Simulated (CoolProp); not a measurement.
A simple Rankine cycle with R124: condensing at 320.15 K, boiler at 2.46 MPa, turbine inlet 379.9 K, turbine efficiency 0.85, pump efficiency 0.7, no recuperator. Each further row changes one setting.

Values from CoolProp's reference Helmholtz-energy equation of state, de Vries 1995.

| case | thermal efficiency (%) | net work (kJ/kg) | heat in (kJ/kg) | turbine exit temperature (K) | volume ratio over the turbine |
|---|---|---|---|---|---|
| as stated | 9.5 | 14.9 | 158 | 331.4 | 4.10 |
| turbine inlet 399.9 K | 9.6 | 17.6 | 182 | 356.5 | 3.78 |
| condensing temperature 312.15 K | 10.8 | 18.0 | ___ | 325.0 | 5.13 |
| boiler pressure 1.72 MPa | 7.3 | 12.6 | 172 | ___ | 2.53 |
| turbine efficiency 0.75 | ___ | 12.9 | 158 | 333.7 | 4.15 |

Task: Fill in the missing entries.

Result: 
- condensing temperature 312.15 K, heat in (kJ/kg): 167
- boiler pressure 1.72 MPa, turbine exit temperature (K): 350.6
- turbine efficiency 0.75, thermal efficiency (%): 8.2
